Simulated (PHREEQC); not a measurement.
Silver or lead bath

A solution holds 0.0013 mol Pb(NO3)2 and 0.00025 mol KNO3 per kg of water, at 25 °C. Closed to the air; pH follows from the charge balance.

Equilibrium calculation in PHREEQC: ion-association model, phreeqc.dat.

Precipitation was switched off in this run.

Problem. What pH, specific conductance does the model give?

Solution. pH 5.36; specific conductance 372 µS/cm.

Problem. In which forms is N present?

Solution. NO3- 99 %, PbNO3+ 1.4 % of the N.

Complexes and solids missing from the database can't appear.
